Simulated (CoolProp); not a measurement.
A single-stage vapour-compression cycle with the fluid: evaporating at 276.15 K (dew point), condensing at 327.15 K (bubble point), superheat 0 K, subcooling 2 K, compressor efficiency 0.9, no pressure losses. The same conditions are run with several fluids, on thermodynamics alone (safety and materials aside).

The numbers come from the reference Helmholtz-energy equation of state of each fluid (R123: Younglove 1994; sulfur dioxide: Gao 2016; n-perfluorohexane: Gao 2022; n-perfluoropentane: Gao 2022; propane: Lemmon 2009; dimethyl ether: Wu 2011) in CoolProp.

```json
[
 {"fluid": "R123", "cooling COP": "4.05", "pressure ratio": "6.42", "discharge temperature (K)": "329.2", "refrigerating effect (kJ/kg)": "130", "volumetric capacity (kJ/m³)": "331"},
 {"fluid": "sulfur dioxide", "cooling COP": "4.06", "pressure ratio": "5.35", "discharge temperature (K)": "401.0", "refrigerating effect (kJ/kg)": "309", "volumetric capacity (kJ/m³)": "1580"},
 {"fluid": "n-perfluorohexane", "cooling COP": "3.11", "pressure ratio": "8.95", "discharge temperature (K)": "327.1", "refrigerating effect (kJ/kg)": "47.1", "volumetric capacity (kJ/m³)": "71.3"},
 {"fluid": "n-perfluoropentane", "cooling COP": "3.06", "pressure ratio": "6.70", "discharge temperature (K)": "327.2", "refrigerating effect (kJ/kg)": "46.4", "volumetric capacity (kJ/m³)": "206"},
 {"fluid": "propane", "cooling COP": "3.55", "pressure ratio": "3.59", "discharge temperature (K)": "335.2", "refrigerating effect (kJ/kg)": "235", "volumetric capacity (kJ/m³)": "2660"},
 {"fluid": "dimethyl ether", "cooling COP": "3.94", "pressure ratio": "4.26", "discharge temperature (K)": "343.4", "refrigerating effect (kJ/kg)": "310", "volumetric capacity (kJ/m³)": "1990"}
]
```

The compression ends wet for: n-perfluorohexane; n-perfluoropentane.
